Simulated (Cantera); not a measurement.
## Carbothermic reduction: SiO2 + CH4 + CO

Feed: 1 mol SiO2, 0.3 mol CH4, 0.67 mol CO, at 0.00133 bar.

These are equilibrium values from Cantera (NASA tables, ideal gas, pure condensed phases), not measurements of a reactor. Candidate condensed phases: C, C6H6, C7H8, C8H18, H2O, Si, SiC, SiO2; 123 gas species. Mutual solubility and eutectic melting of coexisting phases are not modelled. The tables hold silica as quartz up to 1696 K and as liquid above; real silica turns to tridymite and cristobalite and melts near 1996 K. Kinetics and transport are ignored.

From 1152 °C to 1202 °C the condensed part is SiC(s) + SiO2(β-quartz). From 1252 °C to 1402 °C the condensed part is SiO2(β-quartz). From 1452 °C to 1502 °C the condensed part is SiO2(condensed). The main Si-bearing gas is SiO throughout. The share of Si in condensed phases is highest at 1152 °C (98.0 %) and lowest at 1502 °C (69.5 %).

| T (°C) | x CO | x H2 | x SiO | x H | x H2O | x CO2 | x SiO2 | x OH | n SiC(s) | n SiO2(β-quartz) | n SiO2(condensed) |
|---|---|---|---|---|---|---|---|---|---|---|---|
| 1152 | 0.586 | 0.401 | 0.0136 | 0.000118 | 3.86e-6 | 2.48e-6 | 1.32e-10 | 2.49e-11 | 0.0932 | 0.886 | 0 |
| 1202 | 0.567 | 0.379 | 0.0538 | 0.000219 | 4.34e-6 | 2.62e-6 | 7.17e-10 | 6.56e-11 | 0.0716 | 0.843 | 0 |
| 1252 | 0.519 | 0.321 | 0.160 | 0.000367 | 5.23e-6 | 3.14e-6 | 3.49e-9 | 1.86e-10 | 0 | 0.700 | 0 |
| 1302 | 0.519 | 0.320 | 0.160 | 0.000644 | 2.02e-5 | 1.13e-5 | 1.53e-8 | 1.48e-9 | 0 | 0.700 | 0 |
| 1352 | 0.518 | 0.320 | 0.160 | 0.00109 | 7.16e-5 | 3.73e-5 | 6.12e-8 | 1.03e-8 | 0 | 0.700 | 0 |
| 1402 | 0.518 | 0.319 | 0.161 | 0.00180 | 0.000234 | 0.000114 | 2.25e-7 | 6.37e-8 | 0 | 0.699 | 0 |
| 1452 | 0.517 | 0.318 | 0.161 | 0.00287 | 0.000703 | 0.000325 | 7.59e-7 | 3.49e-7 | 0 | 0 | 0.698 |
| 1502 | 0.515 | 0.315 | 0.162 | 0.00445 | 0.00195 | 0.000855 | 2.37e-6 | 1.71e-6 | 0 | 0 | 0.695 |
x: gas mole fraction; n: condensed amount in mol.
